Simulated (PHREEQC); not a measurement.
0.097 g of hydrous ferric oxide (600 m²/g; 0.2 weak and 0.005 strong sites per Fe, Dzombak-Morel constants, diffuse double layer) in 1 kg of water with 0.005 mol/kgw of an inert sodium salt and 1.6e-06 mol SrCl2 and 0.00045 mol ZnSO4, at 25 °C; the pH is set by adding NaOH or the inert anion's acid. O2 is buffered at 0.21 atm. The system is closed to CO2. Precipitation was switched off in this run.

Base run: PHREEQC, ion-association model, wateq4f.dat. Each further column changes one thing. The table gives S sorbed (%).

```json
[
 {"pH": "3", "base": "22.7", "no electrostatic term (-no_edl)": "0.0", "background salt from 0.005 to 0.0005 mol/kgw": "23.5", "oxide from 0.097 to 0.48 g/kgw": "97.8", "7.3e-05 mol/kgw Ag2SO4 added": "19.6"},
 {"pH": "3.38", "base": "22.7", "no electrostatic term (-no_edl)": "0.0", "background salt from 0.005 to 0.0005 mol/kgw": "23.5", "oxide from 0.097 to 0.48 g/kgw": "97.7", "7.3e-05 mol/kgw Ag2SO4 added": "19.6"},
 {"pH": "3.75", "base": "22.6", "no electrostatic term (-no_edl)": "0.0", "background salt from 0.005 to 0.0005 mol/kgw": "23.4", "oxide from 0.097 to 0.48 g/kgw": "96.8", "7.3e-05 mol/kgw Ag2SO4 added": "19.5"},
 {"pH": "4.5", "base": "21.4", "no electrostatic term (-no_edl)": "0.0", "background salt from 0.005 to 0.0005 mol/kgw": "22.2", "oxide from 0.097 to 0.48 g/kgw": "90.8", "7.3e-05 mol/kgw Ag2SO4 added": "18.5"},
 {"pH": "4.88", "base": "19.8", "no electrostatic term (-no_edl)": "0.0", "background salt from 0.005 to 0.0005 mol/kgw": "20.6", "oxide from 0.097 to 0.48 g/kgw": "84.2", "7.3e-05 mol/kgw Ag2SO4 added": "17.3"},
 {"pH": "5.25", "base": "17.6", "no electrostatic term (-no_edl)": "0.0", "background salt from 0.005 to 0.0005 mol/kgw": "18.4", "oxide from 0.097 to 0.48 g/kgw": "75.2", "7.3e-05 mol/kgw Ag2SO4 added": "15.4"},
 {"pH": "5.62", "base": "14.8", "no electrostatic term (-no_edl)": "0.0", "background salt from 0.005 to 0.0005 mol/kgw": "15.5", "oxide from 0.097 to 0.48 g/kgw": "63.9", "7.3e-05 mol/kgw Ag2SO4 added": "13.0"},
 {"pH": "6.38", "base": "9.5", "no electrostatic term (-no_edl)": "0.0", "background salt from 0.005 to 0.0005 mol/kgw": "10.2", "oxide from 0.097 to 0.48 g/kgw": "41.3", "7.3e-05 mol/kgw Ag2SO4 added": "8.4"},
 {"pH": "6.75", "base": "8.8", "no electrostatic term (-no_edl)": "0.0", "background salt from 0.005 to 0.0005 mol/kgw": "9.6", "oxide from 0.097 to 0.48 g/kgw": "34.6", "7.3e-05 mol/kgw Ag2SO4 added": "7.8"},
 {"pH": "7.12", "base": "8.8", "no electrostatic term (-no_edl)": "0.0", "background salt from 0.005 to 0.0005 mol/kgw": "9.6", "oxide from 0.097 to 0.48 g/kgw": "28.9", "7.3e-05 mol/kgw Ag2SO4 added": "7.8"},
 {"pH": "7.5", "base": "8.1", "no electrostatic term (-no_edl)": "0.0", "background salt from 0.005 to 0.0005 mol/kgw": "?", "oxide from 0.097 to 0.48 g/kgw": "21.4", "7.3e-05 mol/kgw Ag2SO4 added": "?"},
 {"pH": "8.25", "base": "4.0", "no electrostatic term (-no_edl)": "0.0", "background salt from 0.005 to 0.0005 mol/kgw": "4.7", "oxide from 0.097 to 0.48 g/kgw": "4.8", "7.3e-05 mol/kgw Ag2SO4 added": "3.7"},
 {"pH": "8.62", "base": "1.8", "no electrostatic term (-no_edl)": "0.0", "background salt from 0.005 to 0.0005 mol/kgw": "2.2", "oxide from 0.097 to 0.48 g/kgw": "1.3", "7.3e-05 mol/kgw Ag2SO4 added": "1.7"},
 {"pH": "9", "base": "0.5", "no electrostatic term (-no_edl)": "0.0", "background salt from 0.005 to 0.0005 mol/kgw": "0.6", "oxide from 0.097 to 0.48 g/kgw": "?", "7.3e-05 mol/kgw Ag2SO4 added": "0.5"}
]
```

Task: What belongs in the gaps?

Result: 
- 7.5, background salt from 0.005 to 0.0005 mol/kgw: 9.0
- 7.5, 7.3e-05 mol/kgw Ag2SO4 added: 7.2
- 9, oxide from 0.097 to 0.48 g/kgw: 0.3

In at least one series the solution becomes supersaturated in solids that the run did not let form, among them Zn(OH)2-e, Zn4(OH)6SO4. The oxide is taken as insoluble; below pH 4 it would dissolve.
